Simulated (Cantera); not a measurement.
A closed system holds: 1 mol B2H6, 0.3 mol N2, equilibrated at 750 °C and 0.690 bar.

Equilibrium computed with Cantera from the NASA thermochemical tables; the gas is ideal and each condensed phase is pure. Candidate condensed phases: B, BN; 15 gas species. The feed counts by its element totals alone. N2 is the only nitrogen source here; it is nearly inert below about 1500 K, so the nitride shown seldom forms there in practice. Mutual solubility and eutectic melting of coexisting phases are not modelled. Rates play no part.

Base state: H2 1.00 (mole fractions); condensed: B(s) + BN(s).

What changes in the equilibrium state with this change: temperature from 750 °C to 1677 °C?


```tsv
species	before	after
H2	1.00	0.998
H	5.00e-9	0.00138
BH2	6.80e-9	0.000348
N2	<1e-9	7.93e-5
BH3	1.64e-7	2.60e-5
B(s), mol	1.40	1.40
BN(s), mol	0.600	0.600
```
The tables' values for BH2 are old estimates; treat these amounts as uncertain. Gases not in the tables: B2H6 and higher boranes.
